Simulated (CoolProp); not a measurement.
Vapour-liquid equilibrium of hydrogen chloride (1) + propane (2) at 282.4 K; x and y are mole fractions of (1).

Model: multi-fluid Helmholtz-energy mixture model, Thol 2018 and Lemmon 2009; pair parameters Bell 2016, in CoolProp.

```tsv
x	bubble pressure, mixture model (MPa)	bubble pressure, Raoult's law (MPa)	y, mixture model	y, Raoult's law
0.05	0.8479	0.7557	0.264	0.217
0.2	1.446	1.153	0.584	0.568
0.35	1.919	1.551	0.706	0.739
0.5	2.292	1.948	0.777	0.840
0.65	2.609	2.345	0.834	0.907
0.8	2.904	2.743	0.894	0.955
0.95	3.185	3.140	0.969	0.990
```

The largest gap from Raoult's law is +25.4 % in bubble pressure, at x = 0.2. No azeotrope shows between x = 0.05 and 0.95.

Pair parameters are fitted to limited data, so mixtures are less certain than the pure fluids.
